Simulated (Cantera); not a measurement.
Equilibrium for abatement and gas-phase synthesis: SF₆ + H₂O + N₂

Charge: 1 mol SF₆, a varied amount of H₂O, 4.8 mol N₂, at 2875 K and 10000 Pa.

Cantera equilibrium calculation (NASA polynomials, part measured and part estimated; ideal gas, pure solids and liquids). Candidate condensed phases: H₂O, H₂SO₄, S; 62 gas species. The numbers say what is thermodynamically allowed, not how fast it happens.

From 0.67 mol H₂O to 6.4 mol H₂O nothing is condensed.

```json
[
 {"n(H₂O) (mol)": "0.67", "x HF": "0.113", "x N₂": "0.406", "x F": "0.391", "x H₂O": "6.30e-8", "x H": "0.000159", "x O": "0.00587", "x OH": "1.34e-5", "x SO₂": "0.00731", "x H₂": "2.25e-7", "x SO": "0.0333", "x O₂": "0.000657", "x S": "0.0330", "x NO": "0.00164"},
 {"n(H₂O) (mol)": "1.2", "x HF": "0.200", "x N₂": "0.399", "x F": "0.299", "x H₂O": "7.01e-7", "x H": "0.000365", "x O": "0.0123", "x OH": "6.44e-5", "x SO₂": "0.0189", "x H₂": "1.19e-6", "x SO": "0.0410", "x O₂": "0.00288", "x S": "0.0194", "x NO": "0.00340"},
 {"n(H₂O) (mol)": "1.8", "x HF": "0.294", "x N₂": "0.390", "x F": "0.197", "x H₂O": "6.16e-6", "x H": "0.000815", "x O": "0.0217", "x OH": "0.000254", "x SO₂": "0.0314", "x H₂": "5.94e-6", "x SO": "0.0387", "x O₂": "0.00897", "x S": "0.0104", "x NO": "0.00592"},
 {"n(H₂O) (mol)": "2.4", "x HF": "0.380", "x N₂": "0.379", "x F": "0.0989", "x H₂O": "5.95e-5", "x H": "0.00210", "x O": "0.0315", "x OH": "0.000950", "x SO₂": "0.0396", "x H₂": "3.95e-5", "x SO": "0.0336", "x O₂": "0.0189", "x S": "0.00620", "x NO": "0.00849"},
 {"n(H₂O) (mol)": "2.9", "x HF": "0.435", "x N₂": "0.367", "x F": "0.0306", "x H₂O": "0.000986", "x H": "0.00777", "x O": "0.0382", "x OH": "0.00426", "x SO₂": "0.0428", "x H₂": "0.000539", "x SO": "0.0299", "x O₂": "0.0279", "x S": "0.00456", "x NO": "0.0101"},
 {"n(H₂O) (mol)": "3.5", "x HF": "0.428", "x N₂": "0.344", "x F": "0.00869", "x H₂O": "0.0128", "x H": "0.0270", "x O": "0.0411", "x OH": "0.0159", "x SO₂": "0.0416", "x H₂": "0.00650", "x SO": "0.0271", "x O₂": "0.0322", "x S": "0.00384", "x NO": "0.0105"},
 {"n(H₂O) (mol)": "4.1", "x HF": "0.405", "x N₂": "0.323", "x F": "0.00543", "x H₂O": "0.0302", "x H": "0.0408", "x O": "0.0423", "x OH": "0.0248", "x SO₂": "0.0397", "x H₂": "0.0149", "x SO": "0.0250", "x O₂": "0.0342", "x S": "0.00344", "x NO": "0.0105"},
 {"n(H₂O) (mol)": "4.7", "x HF": "0.384", "x N₂": "0.305", "x F": "0.00414", "x H₂O": "0.0477", "x H": "0.0507", "x O": "0.0433", "x OH": "0.0316", "x SO₂": "0.0378", "x H₂": "0.0230", "x SO": "0.0233", "x O₂": "0.0358", "x S": "0.00313", "x NO": "0.0105"},
 {"n(H₂O) (mol)": "5.2", "x HF": "0.367", "x N₂": "0.291", "x F": "0.00351", "x H₂O": "0.0616", "x H": "0.0572", "x O": "0.0441", "x OH": "0.0362", "x SO₂": "0.0365", "x H₂": "0.0293", "x SO": "0.0221", "x O₂": "0.0370", "x S": "0.00292", "x NO": "0.0104"},
 {"n(H₂O) (mol)": "5.8", "x HF": "0.350", "x N₂": "0.277", "x F": "0.00301", "x H₂O": "0.0775", "x H": "0.0636", "x O": "0.0448", "x OH": "0.0409", "x SO₂": "0.0349", "x H₂": "0.0362", "x SO": "0.0208", "x O₂": "0.0383", "x S": "0.00270", "x NO": "0.0103"},
 {"n(H₂O) (mol)": "6.4", "x HF": "0.334", "x N₂": "0.264", "x F": "0.00265", "x H₂O": "0.0923", "x H": "0.0689", "x O": "0.0455", "x OH": "0.0450", "x SO₂": "0.0335", "x H₂": "0.0424", "x SO": "0.0197", "x O₂": "0.0395", "x S": "0.00252", "x NO": "0.0102"}
]
```
x: gas mole fraction; nothing condenses.
